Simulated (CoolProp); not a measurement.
The numbers come from the reference Helmholtz-energy equation of state, Lemmon 2006 in CoolProp. It is a short technical equation, of lower accuracy than the large ones.

### Question
Give the vapour pressure (bar), liquid density (kg/m³), vapour Z of saturated carbonyl sulfide at -30.05, -14.05, 41.95 °C.

### Answer
| T (°C) | p (bar) | liquid density (kg/m³) | vapour Z |
|---|---|---|---|
| -30.05 | 2.36 | 1130 | 0.949 |
| -14.05 | 4.18 | 1090 | 0.924 |
| 41.95 | 19.1 | 938 | 0.781 |
